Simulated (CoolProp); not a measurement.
Aqueous potassium formate as a coolant, at 39 °C, 1 atm.

Computed with CoolProp (Melinder's fits for secondary coolants).

| mass % | freezing point (°C) | Prandtl number | density (kg/m³) | viscosity (mPa s) | conductivity (W/(m K)) |
|---|---|---|---|---|---|
| 3 | -1.3 | 4.68 | 1012 | 0.714 | 0.620 |
| 6.6 | -3.1 | 4.88 | 1034 | 0.757 | 0.611 |
| 10.2 | -5.0 | 5.02 | 1055 | 0.795 | 0.603 |
| 13.8 | -7.2 | 5.19 | 1077 | 0.838 | 0.596 |
| 17.3 | -9.6 | 5.40 | 1098 | 0.891 | 0.589 |
| 20.9 | -12.3 | 5.68 | 1121 | (withheld) | 0.583 |
| 24.5 | -15.5 | 6.03 | 1145 | 1.04 | (withheld) |
| 28.1 | -19.1 | 6.41 | 1169 | 1.13 | 0.568 |
| 31.7 | -23.2 | 6.80 | 1194 | 1.22 | 0.560 |
| 35.2 | -27.7 | 7.18 | 1219 | 1.31 | 0.552 |
| 38.8 | -33.1 | 7.59 | 1244 | 1.40 | (withheld) |
| 42.4 | -39.1 | 8.10 | 1271 | 1.51 | 0.532 |

Q: Complete the blanks.

A: 
- 20.9, viscosity (mPa s): 0.959
- 24.5, conductivity (W/(m K)): 0.576
- 38.8, conductivity (W/(m K)): 0.542
